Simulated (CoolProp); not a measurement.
Vapour-liquid equilibrium of o-xylene (1) + n-decane (2) at 9.17 kPa; x and y are mole fractions of (1).

Values from CoolProp's multi-fluid Helmholtz-energy mixture model, Zhou 2012 and Lemmon 2006; pair parameters Bell 2016.

**Question.** Give the bubble temperature and the first vapour's composition at x = 0.35, 0.5, 0.95. Is there an azeotrope?

**Answer.** x = 0.35: 86.2 °C, y = 0.617; x = 0.5: 82.1 °C, y = 0.753; x = 0.95: 72.8 °C, y = 0.984. No azeotrope shows between x = 0.05 and 0.95.

The pair parameters rest on a limited set of measurements; away from them the model extrapolates.
